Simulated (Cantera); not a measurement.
# Stirred combustor or abatement burner

A perfectly stirred reactor is fed with H2 : O2 : N2 = 1 : 0.417 : 1.57 (molar parts), equivalence ratio 1.2, at 7.60 bar; it is adiabatic with a 600 K inlet, and is followed from long to short residence time, starting on the burning branch (τ in s: 0.18, 0.09, 0.044, 0.022, 0.011, 0.0053, 0.0026, 0.0013, 0.00063, 0.00031, 0.00015, 7.6e-05).

Computed with Cantera and GRI-Mech 3.0 (53 species, 325 reactions). The hydrogen kinetics of GRI-Mech 3.0 are dated; newer H2 mechanisms differ, most at raised pressure.

```
τ (s)    T (K)    x H2      x O2    x NO2      x NO    x HO2     x OH   x H2O2
-------  -----  ------  --------  -------  --------  -------  -------  -------
0.18      2596  0.0660  0.000270  6.73e-8  0.000847  3.66e-7  0.00393  1.24e-7
0.090     2596  0.0660  0.000273  6.71e-8  0.000843  3.69e-7  0.00394  1.24e-7
0.044     2595  0.0660  0.000279  6.68e-8  0.000836  3.75e-7  0.00396  1.26e-7
0.022     2595  0.0660  0.000290  6.62e-8  0.000823  3.88e-7  0.00400  1.29e-7
0.011     2594  0.0660  0.000311  6.51e-8  0.000797  4.14e-7  0.00408  1.34e-7
0.0053    2592  0.0661  0.000357  6.30e-8  0.000748  4.70e-7  0.00423  1.46e-7
0.0026    2588  0.0662  0.000442  5.94e-8  0.000670  5.81e-7  0.00452  1.68e-7
0.0013    2580  0.0664  0.000595  5.44e-8  0.000567  7.97e-7  0.00500  2.06e-7
0.00063   2566  0.0668  0.000874  4.81e-8  0.000447  1.25e-6  0.00580  2.74e-7
0.00031   2545  0.0675   0.00133  4.19e-8  0.000338  2.09e-6  0.00693  3.77e-7
0.00015   2511  0.0687   0.00209  3.59e-8  0.000248  3.67e-6  0.00844  5.24e-7
7.6e-5    2467  0.0704   0.00315  3.07e-8  0.000183  6.21e-6   0.0101  6.98e-7
```
x: mole fraction; the columns are a selection and need not sum to one.
